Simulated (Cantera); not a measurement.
Input: 1 mol SiCl4, 0.056 mol O2, 5.2 mol N2, held at 1698 K and 0.570 bar.

Equilibrium computed with Cantera from the NASA thermochemical tables; the gas is ideal and each condensed phase is pure. Candidate condensed phases: Si, SiO2, Si2N2O, Si3N4; 23 gas species. The tables' values for SiCl3 are old estimates; treat these amounts as uncertain. The tables hold silica as quartz up to 1696 K and as liquid above; real silica turns to tridymite and cristobalite and melts near 1996 K. The numbers say what is thermodynamically allowed, not how fast it happens.

Base state: N2 0.822, SiCl4 0.148, Cl 0.0216, Cl2 0.00734, SiCl3 0.000844 (mole fractions); condensed: SiO2(condensed).

**Question.** What changes in the equilibrium state with this change: N2 from 5.2 to 14 mol?

**Answer.** 
| species | before | after |
|---|---|---|
| N2 | 0.822 | 0.924 |
| SiCl4 | 0.148 | 0.0616 |
| Cl | 0.0216 | 0.0114 |
| Cl2 | 0.00734 | 0.00205 |
| SiCl2 | 9.49e-6 | 1.42e-5 |
| SiCl3 | 0.000844 | 0.000664 |
| SiO2(condensed), mol | 0.0560 | 0.0560 |
